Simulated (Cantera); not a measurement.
What does this Cantera script print?

```python
import numpy as np
import cantera as ct

gas_names = """
    H HNO HNO2 HNO3 HO2 H2 H2O H2O2 N NH NH2 NH3 NH2OH NO NO2 NO3 N2 N2H2 N2H4 N2O O OH O2 O3 Si SiH
    SiH2 SiH3 SiH4 SiN SiO SiO2 Si2 Si2N Si3
""".split()
cond_names = """
    H2O(s) H2O(L) Si(cr) Si(L) SiO2(Lqz) SiO2(hqz) SiO2(L) Si2N2O(s) Si3N4(a)
""".split()


# ... load() reads the species with a 1 bar reference pressure and builds the phases ...
atoms = {
    'Si3N4': {'Si': 3, 'N': 4},
    'O2': {'O': 2},
    'H2': {'H': 2},
}
top_T = {'Si2N2O(s)': 2100, 'Si3N4(a)': 2400}  # K; cautious upper limits of use, not melting points


# ... equilibrate(T, P, feed) seeds the gas with the atoms and calls Mixture.equilibrate('TP', solver="vcs", rtol=1e-11, max_steps=5000) ...
results = []
T = 1450  # K
P = 133.322  # Pa
for m in [7.6, 14, 26, 48, 89, 170, 310, 570]:
    feed = {'Si3N4': 1, 'O2': 0.052, 'H2': m}  # mol
    mix = equilibrate(T, P, feed)
    results.append((T, P, feed, dict(zip(mix.species_names, mix.species_moles))))
    x = sorted(zip(gas.X, gas.species_names), reverse=True)
    print(f"T = {T:g} K  P = {P:g} Pa  n(H2) = {m:g} mol  gas = {mix.phase_moles(0):.4g} mol")
    print("   x: " + "  ".join(f"{s} {v:.3e}" for v, s in x if v > 1e-06))
    print("   condensed (mol): " + ("  ".join(f"{mix.phase(i).name} {mix.phase_moles(i):.4g}"
          for i in range(1, mix.n_phases) if mix.phase_moles(i) > 1e-12) or "none"))
```

Result:

```
T = 1450 K  P = 133.322 Pa  n(H2) = 7.6 mol  gas = 7.701 mol
   x: H2 9.867e-01  N2 1.284e-02  H 2.573e-04  SiO 1.845e-04  Si 2.308e-06
   condensed (mol): Si(cr) 0.09555  Si2N2O(s) 0.1026  Si3N4(a) 0.8993
T = 1450 K  P = 133.322 Pa  n(H2) = 14 mol  gas = 14.19 mol
   x: H2 9.867e-01  N2 1.284e-02  H 2.573e-04  SiO 1.845e-04  Si 2.308e-06
   condensed (mol): Si(cr) 0.2198  Si2N2O(s) 0.1014  Si3N4(a) 0.8583
T = 1450 K  P = 133.322 Pa  n(H2) = 26 mol  gas = 26.35 mol
   x: H2 9.867e-01  N2 1.284e-02  H 2.573e-04  SiO 1.845e-04  Si 2.308e-06
   condensed (mol): Si(cr) 0.4528  Si2N2O(s) 0.09914  Si3N4(a) 0.7813
T = 1450 K  P = 133.322 Pa  n(H2) = 48 mol  gas = 48.64 mol
   x: H2 9.867e-01  N2 1.284e-02  H 2.573e-04  SiO 1.845e-04  Si 2.308e-06
   condensed (mol): Si(cr) 0.8799  Si2N2O(s) 0.09503  Si3N4(a) 0.6403
T = 1450 K  P = 133.322 Pa  n(H2) = 89 mol  gas = 90.19 mol
   x: H2 9.867e-01  N2 1.284e-02  H 2.573e-04  SiO 1.845e-04  Si 2.308e-06
   condensed (mol): Si(cr) 1.676  Si2N2O(s) 0.08736  Si3N4(a) 0.3775
T = 1450 K  P = 133.322 Pa  n(H2) = 170 mol  gas = 172 mol
   x: H2 9.883e-01  N2 1.123e-02  H 2.575e-04  SiO 2.108e-04  Si 2.308e-06
   condensed (mol): Si(cr) 2.828  Si2N2O(s) 0.06775
T = 1450 K  P = 133.322 Pa  n(H2) = 310 mol  gas = 312.1 mol
   x: H2 9.930e-01  N2 6.407e-03  SiO 3.332e-04  H 2.581e-04  Si 2.308e-06
   condensed (mol): Si(cr) 2.895
T = 1450 K  P = 133.322 Pa  n(H2) = 570 mol  gas = 572.2 mol
   x: H2 9.961e-01  N2 3.495e-03  H 2.585e-04  SiO 1.818e-04  Si 2.308e-06
   condensed (mol): Si(cr) 2.894
```

Cantera equilibrium calculation (NASA polynomials, part measured and part estimated; ideal gas, pure solids and liquids). Mutual solubility and eutectic melting of coexisting phases are not modelled.
